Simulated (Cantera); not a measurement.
A closed system holds: 1 mol Si₃N₄, 0.034 mol Si, 0.15 mol N₂, equilibrated at 1573.15 K.

Method: chemical equilibrium by Gibbs-energy minimisation in Cantera with the NASA 1993 tables (ideal gas, pure condensed phases). Candidate condensed phases: Si, Si₃N₄; 7 gas species. Kinetics and transport are ignored.

**Question.** Which condensed phases are stable at each of these points (P (Pa)): 1, 10, 100, 1000, 10000, 100000, 1000000?

**Answer.** 
| P (Pa) | condensed phases | Si condensed (%) |
|---|---|---|
| 1 | Si(s) | 99.6 |
| 10 | Si(s) | 100.0 |
| 100 | Si₃N₄(s) | 100.0 |
| 1000 | Si₃N₄(s) | 100.0 |
| 10000 | Si₃N₄(s) | 100.0 |
| 100000 | Si₃N₄(s) | 100.0 |
| 1000000 | Si₃N₄(s) | 100.0 |

From 1.00 Pa to 10.0 Pa the condensed part is Si(s). From 1.00 mbar to 10.0 bar the condensed part is Si₃N₄(s).
